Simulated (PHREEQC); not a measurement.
Consider water at 20 °C with 0.057 mol HNO3 per kg of water. Closed to the air; pH follows from the charge balance.

Equilibrium calculation in PHREEQC: ion-association model, wateq4f.dat.

Precipitation was switched off in this run.

Task: What pH does the model give?

Result: pH 1.31.
